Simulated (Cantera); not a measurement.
Charge: 1 mol Fe3O4, 4.2 mol CH4, 0.21 mol N2, held at 0.100 bar.

Equilibrium computed with Cantera from the NASA thermochemical tables; the gas is ideal and each condensed phase is pure. Candidate condensed phases: C, C6H6, C7H8, C8H18, Fe, Fe(CO)5, FeO, Fe(OH)2, Fe(OH)3, Fe2O3, Fe3O4, H2O; 140 gas species. Iron dissolves carbon and melts from about 1420 K in contact with it, which pure phases cannot show. Condensed phases not in the tables: cementite and carbon dissolved in iron. Kinetics and transport are ignored.

Problem. What share of the Fe ends up in condensed phases as a function of T (K), at 2025, 2050, 2075, 2100, 2125, 2150, 2175, 2200, 2225, 2250, 2275, 2300, 2325, 2350?

Solution. 
```tsv
T (K)	Fe condensed (%)	as
2025	98.0	Fe(l)
2050	97.3	Fe(l)
2075	96.5	Fe(l)
2100	95.5	Fe(l)
2125	94.2	Fe(l)
2150	92.5	Fe(l)
2175	90.5	Fe(l)
2200	87.9	Fe(l)
2225	84.7	Fe(l)
2250	80.7	Fe(l)
2275	75.8	Fe(l)
2300	69.7	Fe(l)
2325	62.0	Fe(l)
2350	52.5	Fe(l)
```
